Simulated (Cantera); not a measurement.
Mixture: CO : H2 : O2 : N2 = 1 : 0.053 : 0.277 : 1.04 (molar parts), equivalence ratio 1.9, at 0.720 bar, adiabatic and at constant volume. Ignition delay is the time to a rise of 400 K.

Detailed kinetics in Cantera: GRI-Mech 3.0 (53 species, 325 reactions). Below about 950 K walls govern HO2 and H2O2 in real vessels.

Question: What does this change do: H2 0.053 to 0.021 parts?

Answer: 
```csv
quantity,before,after
delay at 898 K,14.5 ms,28.8 ms
delay at 998 K,0.763 ms,1.25 ms
delay at 1098 K,0.293 ms,0.441 ms
delay at 1198 K,0.172 ms,0.256 ms
delay at 1298 K,0.122 ms,0.182 ms
delay at 1398 K,97.7 µs,0.145 ms
```
